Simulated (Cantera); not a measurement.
Charge: 1 mol MgO, 0.28 mol SO3, 5.2 mol N2, equilibrated at 1223 K.

Method: chemical equilibrium by Gibbs-energy minimisation in Cantera with the NASA 1993 tables (ideal gas, pure condensed phases). Candidate condensed phases: Mg, MgO, MgS, MgSO4, S; 22 gas species. Mutual solubility and eutectic melting of coexisting phases are not modelled. Rates play no part.

**Question.** Which condensed phases are stable at each of these points (P (Pa)): 1000, 2600, 6700, 17000, 45000, 120000, 300000, 770000, 2000000?

**Answer.** 
```
P (Pa)    condensed phases  Mg condensed (%)
-------  -----------------  ----------------
1000                MgO(s)             100.0
2600                MgO(s)             100.0
6700                MgO(s)             100.0
17000               MgO(s)             100.0
45000               MgO(s)             100.0
120000              MgO(s)             100.0
300000   MgO(s) + MgSO4(s)             100.0
770000   MgO(s) + MgSO4(s)             100.0
2000000  MgO(s) + MgSO4(s)             100.0
```

From 7.50 Torr to 900 Torr the condensed part is MgO(s). From 2250 Torr to 15000 Torr the condensed part is MgO(s) + MgSO4(s).
